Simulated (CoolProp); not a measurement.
The numbers come from the reference Helmholtz-energy equation of state, Thol 2014 in CoolProp.

### Question
Give the vapour pressure (kPa), liquid density (kg/m³), enthalpy of vaporisation (kJ/kg), vapour Z of saturated diethyl ether at 341, 419.8 K.

### Answer
```csv
T (K),p (kPa),liquid density (kg/m³),enthalpy of vaporisation (kJ/kg),vapour Z
341,290,655,327,0.907
419.8,1680,525,221,0.689
```
